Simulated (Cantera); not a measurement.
Input: 1 mol CH2F2, equilibrated at 2325 K.

Equilibrium computed with Cantera from the NASA thermochemical tables; the gas is ideal and each condensed phase is pure. Candidate condensed phases: C, C6H6, C7H8, C8H18; 95 gas species. Rates play no part.

x: gas mole fraction; n: condensed amount in mol.

```tsv
P (Pa)	x HF	x H	x F	x C3	x CF	n C(graphite)
1	0.774	0.110	0.109	?	0.00200	0.973
3.60	0.874	0.0608	0.0618	?	0.00113	0.992
13	0.931	0.0326	0.0341	?	0.000622	0.997
46	0.962	0.0171	0.0189	?	0.000345	0.999
170	0.980	0.00861	0.0104	?	0.000189	0.999
600	0.989	0.00432	0.00590	?	0.000108	1.000
2200	0.994	0.00207	0.00337	?	6.16e-5	1.000
7700	0.996	0.00100	0.00200	?	3.64e-5	1.000
28000	0.998	0.000473	0.00117	?	2.13e-5	1.000
100000	0.998	0.000228	0.000677	?	1.24e-5	1.000
```

Q: What belongs in the gaps?

A: 
- 1, x C3: 0.00264
- 3.60, x C3: 0.000734
- 13, x C3: 0.000203
- 46, x C3: 5.74e-5
- 170, x C3: 1.55e-5
- 600, x C3: 4.40e-6
- 2200, x C3: 1.20e-6
- 7700, x C3: 3.43e-7
- 28000, x C3: 9.43e-8
- 100000, x C3: 2.64e-8
